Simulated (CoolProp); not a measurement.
Vapour pressure (MPa) of R13: the reference equation beside estimates from Tc = 303.0 K, pc = 3.973 MPa, ω = 0.175.

The numbers come from the reference Helmholtz-energy equation of state, Platzer 1990 in CoolProp. This equation is an older, rougher fit; its heat capacities, sound speeds and derivatives of the liquid may be far off and weren't checked against measurements.

```json
[
 {"T (K)": "143.7", "reference": "0.002818", "van der Waals": "(withheld)", "Peng-Robinson": "0.002921"},
 {"T (K)": "151.6", "reference": "0.006097", "van der Waals": "0.1108", "Peng-Robinson": "0.006222"},
 {"T (K)": "159.5", "reference": "0.01207", "van der Waals": "0.1550", "Peng-Robinson": "0.01219"},
 {"T (K)": "167.4", "reference": "0.02219", "van der Waals": "(withheld)", "Peng-Robinson": "0.02223"},
 {"T (K)": "175.3", "reference": "0.03830", "van der Waals": "0.2785", "Peng-Robinson": "0.03816"},
 {"T (K)": "183.2", "reference": "0.06266", "van der Waals": "0.3604", "Peng-Robinson": "0.06220"},
 {"T (K)": "191.1", "reference": "0.09791", "van der Waals": "0.4572", "Peng-Robinson": "0.09694"},
 {"T (K)": "199", "reference": "0.1470", "van der Waals": "0.5701", "Peng-Robinson": "0.1453"},
 {"T (K)": "206.9", "reference": "0.2133", "van der Waals": "0.7003", "Peng-Robinson": "0.2107"},
 {"T (K)": "214.8", "reference": "(withheld)", "van der Waals": "0.8486", "Peng-Robinson": "0.2965"},
 {"T (K)": "222.7", "reference": "0.4115", "van der Waals": "1.016", "Peng-Robinson": "0.4067"},
 {"T (K)": "230.6", "reference": "(withheld)", "van der Waals": "1.203", "Peng-Robinson": "0.5453"},
 {"T (K)": "238.5", "reference": "0.7230", "van der Waals": "1.411", "Peng-Robinson": "0.7167"},
 {"T (K)": "246.4", "reference": "0.9316", "van der Waals": "1.641", "Peng-Robinson": "0.9253"},
 {"T (K)": "254.2", "reference": "1.178", "van der Waals": "1.889", "Peng-Robinson": "1.172"}
]
```

**Question.** Complete the blanks.

**Answer.** 
- 143.7, van der Waals: 0.07642
- 167.4, van der Waals: 0.2105
- 214.8, reference: 0.3002
- 230.6, reference: 0.5511

Absolute difference from the reference over all 15 rows, mean and median: van der Waals 601.8 and 287.8 %, Peng-Robinson 1.1 and 1.0 %.
